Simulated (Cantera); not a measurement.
A closed system holds: 1 mol Mg(OH)2, 0.35 mol H2O, equilibrated at 7.40 bar.

These are equilibrium values from Cantera (NASA tables, ideal gas, pure condensed phases), not measurements of a reactor. Candidate condensed phases: H2O, Mg, MgO, Mg(OH)2; 15 gas species. Kinetics and transport are ignored.

Problem. At 1575 K, list the 4 most abundant gas species with their mole fractions, and the condensed phases.

Solution. H2O 1.000, H2 0.000194, O2 8.70e-5, OH 3.98e-5. Condensed: MgO(s).
